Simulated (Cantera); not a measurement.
Input: 1 mol (CH3)2SiCl2, 0.17 mol CH4, 1.3 mol H2, at 13.3 mbar.

Equilibrium computed with Cantera from the NASA thermochemical tables; the gas is ideal and each condensed phase is pure. Candidate condensed phases: C, C6H6, C7H8, C8H18, Si, SiC; 109 gas species. The feed counts by its element totals alone. The tables' values for SiCl, SiCl3 are old estimates; treat these amounts as uncertain. Gases not in the tables: Si2H6 and higher silanes. The numbers say what is thermodynamically allowed, not how fast it happens.

x: gas mole fraction; n: condensed amount in mol.

```tsv
T (K)	x H2	x HCl	x SiCl4	x H	x SiCl2	x Cl	n C(graphite)	n SiC(s)
998	0.770	0.181	0.0464	1.63e-8	2.77e-5	3.59e-9	1.42	0.741
1198	0.671	…	…	…	…	…	1.23	0.940
1398	0.651	0.345	0.000679	3.31e-5	0.00256	1.44e-5	1.19	0.978
1598	0.652	0.340	7.10e-5	0.000372	0.00637	0.000154	1.21	0.961
1798	0.656	0.328	…	…	…	…	1.24	0.930
1998	0.656	0.309	2.28e-6	0.0112	0.0190	0.00395	1.28	0.888
2198	0.638	0.280	5.38e-7	0.0385	0.0253	0.0123	1.32	0.823
```

Question: Complete the blanks.

Answer: 
- 1798, x SiCl4: 1.11e-5
- 1798, x H: 0.00247
- 1798, x SiCl2: 0.0121
- 1798, x Cl: 0.000945
- 1198, x HCl: 0.318
- 1198, x SiCl4: 0.00882
- 1198, x H: 1.35e-6
- 1198, x SiCl2: 0.000590
- 1198, x Cl: 5.54e-7
